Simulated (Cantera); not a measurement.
Charge: 1 mol (CH3)2SiCl2, 0.13 mol C3H8, 38 mol H2, at 200 Pa.

These are equilibrium values from Cantera (NASA tables, ideal gas, pure condensed phases), not measurements of a reactor. Candidate condensed phases: C, C6H6, C7H8, C8H18, Si, SiC; 109 gas species. The feed counts by its element totals alone. Gases not in the tables: Si2H6 and higher silanes. Rates play no part.

What share of the Si ends up in condensed phases as a function of T (°C), at 1600, 1650, 1700, 1750, 1800, 1850, 1900, 1950, 2000, 2050, 2100, 2150?


```json
[
 {"T (°C)": "1600", "Si condensed (%)": "98.3", "as": "SiC(s)"},
 {"T (°C)": "1650", "Si condensed (%)": "97.2", "as": "SiC(s)"},
 {"T (°C)": "1700", "Si condensed (%)": "94.8", "as": "SiC(s)"},
 {"T (°C)": "1750", "Si condensed (%)": "89.9", "as": "SiC(s)"},
 {"T (°C)": "1800", "Si condensed (%)": "79.8", "as": "SiC(s)"},
 {"T (°C)": "1850", "Si condensed (%)": "59.5", "as": "SiC(s)"},
 {"T (°C)": "1900", "Si condensed (%)": "19.2", "as": "SiC(s)"},
 {"T (°C)": "1950", "Si condensed (%)": "0.0", "as": "-"},
 {"T (°C)": "2000", "Si condensed (%)": "0.0", "as": "-"},
 {"T (°C)": "2050", "Si condensed (%)": "0.0", "as": "-"},
 {"T (°C)": "2100", "Si condensed (%)": "0.0", "as": "-"},
 {"T (°C)": "2150", "Si condensed (%)": "0.0", "as": "-"}
]
```
